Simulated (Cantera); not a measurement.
**Silicon oxide and oxynitride deposition: SiH2Cl2 + H2O**

Charge: 1 mol SiH2Cl2, a varied amount of H2O, held at 400 °C and 0.0133 bar.

Equilibrium computed with Cantera from the NASA thermochemical tables; the gas is ideal and each condensed phase is pure. Candidate condensed phases: H2O, Si, SiO2; 30 gas species. The tables' values for SiCl3 are old estimates; treat these amounts as uncertain. Kinetics and transport are ignored.

```csv
n(H2O) (mol),log p H2,log p HCl,log p SiCl4,log p H2O,log p SiHCl3,log p SiH2Cl2,n Si(s),n SiO2(α-quartz)
0.33,-2.02,-5.10,-2.48,<-13,-3.30,-5.32,0.318,0.165
0.45,-2.01,-5.11,-2.51,<-13,-3.31,-5.32,0.257,0.225
0.6,-2.00,-5.11,-2.55,<-13,-3.33,-5.33,0.182,0.300
0.81,-1.99,-5.11,-2.59,<-13,-3.36,-5.34,0.0761,0.405
1.1,-2.00,-3.00,-2.65,-11.99,-5.54,-9.65,0,0.550
1.5,-2.09,-2.39,-2.99,-10.60,-6.59,-11.39,0,0.750
2,-2.18,-2.18,-7.98,-7.68,-11.88,<-13,0,1.000
2.7,-2.25,-2.25,<-13,-2.70,<-13,<-13,0,1.00
```
log p: log10 of the partial pressure in bar; n: condensed amount in mol.

From 0.33 mol H2O to 0.81 mol H2O the condensed part is Si(s) + SiO2(α-quartz). From 1.1 mol H2O to 2.7 mol H2O the condensed part is SiO2(α-quartz).
